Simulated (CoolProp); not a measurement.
The numbers come from the reference Helmholtz-energy equation of state, Wagner 2002 in CoolProp.

**Question.** For water, give the phase and the density (kg/m³), cp (kJ/(kg K)), isothermal compressibility (1/MPa), viscosity (µPa s) at 604.2 K and 74.7 MPa; 754.4 K and 74.7 MPa; 814.6 K and 74.7 MPa.

**Answer.** 
- 604.2 K and 74.7 MPa: liquid; density 760, cp 4.74, isothermal compressibility 0.00152, viscosity 95.2
- 754.4 K and 74.7 MPa: supercritical; density 474, cp 6.60, isothermal compressibility 0.00975, viscosity 59.4
- 814.6 K and 74.7 MPa: supercritical; density 350, cp 6.21, isothermal compressibility 0.0153, viscosity 50.2

Viscosity comes from a separate model (Huber 2009).
